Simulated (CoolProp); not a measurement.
Computed with CoolProp (reference Helmholtz-energy equation of state, Lemmon 2016).

For R365MFC, give the phase and the Z, speed of sound (m/s) at 297.2 K and 10900 kPa; 297.2 K and 32700 kPa.


- 297.2 K and 10900 kPa: liquid; Z 0.509, speed of sound 800
- 297.2 K and 32700 kPa: liquid; Z 1.48, speed of sound 910
